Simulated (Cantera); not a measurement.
An isothermal, constant-pressure homogeneous reactor starts with 18.9 % CH4, 81.1 % CO2, at 1423 K and 7500 Torr.

Detailed kinetics in Cantera: GRI-Mech 3.0 (53 species, 325 reactions).

x: mole fraction; the columns are a selection and need not sum to one.

| t (s) | x CH4 | x CO2 | x O | x O2 | x C2H6 | x CH2 | x H2 |
|---|---|---|---|---|---|---|---|
| 1.00e-6 | 0.189 | 0.811 | <1e-12 | <1e-12 | 4.32e-12 | <1e-12 | 7.35e-8 |
| 3.92e-6 | 0.189 | 0.811 | <1e-12 | <1e-12 | 2.70e-10 | <1e-12 | 2.95e-7 |
| 1.53e-5 | 0.189 | 0.811 | <1e-12 | <1e-12 | … | <1e-12 | 1.16e-6 |
| 6.01e-5 | 0.189 | 0.811 | <1e-12 | <1e-12 | … | 6.64e-12 | 4.64e-6 |
| 0.000235 | 0.189 | 0.811 | <1e-12 | <1e-12 | … | 1.59e-11 | 1.92e-5 |
| 0.000922 | 0.189 | 0.811 | <1e-12 | <1e-12 | … | 2.00e-11 | 7.89e-5 |
| 0.00361 | 0.188 | 0.811 | <1e-12 | <1e-12 | … | 3.41e-11 | 0.000348 |
| 0.0141 | 0.186 | 0.811 | <1e-12 | <1e-12 | … | 6.21e-11 | 0.00188 |
| 0.0554 | 0.178 | 0.804 | <1e-12 | <1e-12 | … | 6.24e-11 | 0.00923 |
| 0.217 | 0.151 | 0.766 | <1e-12 | <1e-12 | … | 8.05e-11 | 0.0227 |
| 0.850 | 0.0869 | 0.641 | <1e-12 | <1e-12 | … | 3.22e-10 | 0.0230 |
| 3.33 | 0.0321 | 0.493 | <1e-12 | <1e-12 | … | 4.63e-10 | 0.0353 |
| 13.0 | 0.0324 | 0.403 | <1e-12 | <1e-12 | … | 1.03e-10 | 0.0582 |
| 51.1 | 0.0186 | 0.333 | <1e-12 | <1e-12 | … | 1.70e-11 | 0.0853 |
| 200 | 0.00412 | 0.297 | <1e-12 | <1e-12 | … | 2.24e-12 | 0.105 |

Question: Some entries are withheld; supply them.

Answer: 
- 1.53e-5, x C2H6: 1.61e-8
- 6.01e-5, x C2H6: 7.84e-7
- 0.000235, x C2H6: 1.24e-5
- 0.000922, x C2H6: 6.42e-5
- 0.00361, x C2H6: 0.000245
- 0.0141, x C2H6: 0.000597
- 0.0554, x C2H6: 0.000545
- 0.217, x C2H6: 0.000334
- 0.850, x C2H6: 0.000175
- 3.33, x C2H6: 6.02e-5
- 13.0, x C2H6: 4.16e-5
- 51.1, x C2H6: 9.47e-6
- 200, x C2H6: 3.86e-7
